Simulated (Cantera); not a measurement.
Feed: 1 mol TEOS, 5.8 mol O₃, 16 mol N₂O, equilibrated at 527 °C and 160 Pa.

Method: chemical equilibrium by Gibbs-energy minimisation in Cantera with the NASA 1993 tables (ideal gas, pure condensed phases). Candidate condensed phases: C, C₆H₆, C₇H₈, C₈H₁₈, H₂O, Si, SiC, SiO₂, Si₂N₂O, Si₃N₄; 151 gas species. The feed counts by its element totals alone. Kinetics and transport are ignored.

Base state: N₂ 0.413, H₂O 0.258, CO₂ 0.207, O₂ 0.121 (mole fractions); condensed: SiO₂(α-quartz).

Question: What changes in the equilibrium state with this change: O₃ from 5.8 to 0.12 mol?

Answer: 
```csv
species,before,after
N₂,0.413,0.471
CO₂,0.207,0.179
H₂,<1e-9,0.168
H₂O,0.258,0.126
O₂,0.121,<1e-9
CO,<1e-9,0.0565
"SiO₂(α-quartz), mol",1.00,1.00
```
